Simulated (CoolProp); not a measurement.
Properties of carbon dioxide along the isotherm 333.2 K.

Computed with CoolProp (reference Helmholtz-energy equation of state, Span 1996).

```csv
p (bar),phase,density (kg/m³),Joule-Thomson coefficient (K/MPa),conductivity (mW/(m K)),Prandtl number,fugacity coefficient
1.17,gas,1.866,8.270,19.4,0.757,0.9960
1.88,gas,3.006,8.271,19.4,0.759,0.9936
3.04,gas,4.880,8.272,19.5,0.762,0.9896
4.92,gas,7.951,8.273,19.6,0.767,0.9832
7.95,gas,12.99,8.273,19.7,0.775,0.9729
12.8,gas,21.29,8.272,20.0,0.790,0.9566
20.7,gas,35.51,8.261,20.6,0.816,0.9302
33.5,gas,60.69,8.217,21.6,0.867,0.8880
54.1,gas,108.8,8.033,24.2,0.985,0.8216
87.5,supercritical,223.4,7.079,33.4,1.41,0.7168
141,supercritical,565.6,2.648,63.5,2.51,0.5624
228,supercritical,762.1,0.7731,83.4,1.82,0.4260
369,supercritical,873.7,0.2090,102,1.61,0.3455
```

Viscosity comes from a separate model (Laesecke 2017). Thermal conductivity comes from a separate model (Huber 2016).
